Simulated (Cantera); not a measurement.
Charge: 1 mol SiC, 0.73 mol C, 1.9 mol N2, equilibrated at 2175 °C and 0.330 bar.

Equilibrium computed with Cantera from the NASA thermochemical tables; the gas is ideal and each condensed phase is pure. Candidate condensed phases: C, Si, SiC, Si3N4; 20 gas species. The tables' values for SiN are old estimates; treat these amounts as uncertain. The numbers say what is thermodynamically allowed, not how fast it happens.

Base state: N2 0.997, Si 0.00204, SiC2 0.000455, Si2C 0.000255, SiN 0.000128, CN 0.000115, C2N2 5.63e-5, Si2N 2.49e-5 (mole fractions); condensed: C(graphite) + SiC(s).

### Question
What changes in the equilibrium state with this change: temperature from 2175 °C to 1802 °C?

### Answer
```json
[
 {"species": "N2", "before": "0.997", "after": "1.000"},
 {"species": "Si", "before": "0.00204", "after": "2.21e-5"},
 {"species": "C2N2", "before": "5.63e-5", "after": "3.59e-6"},
 {"species": "SiC2", "before": "0.000455", "after": "1.28e-6"},
 {"species": "Si2", "before": "1.07e-5", "after": "1.95e-8"},
 {"species": "Si2C", "before": "0.000255", "after": "8.22e-7"},
 {"species": "Si2N", "before": "2.49e-5", "after": "2.45e-7"},
 {"species": "C(graphite), mol", "before": "0.733", "after": "0.730"},
 {"species": "SiC(s), mol", "before": "0.994", "after": "1.000"}
]
```
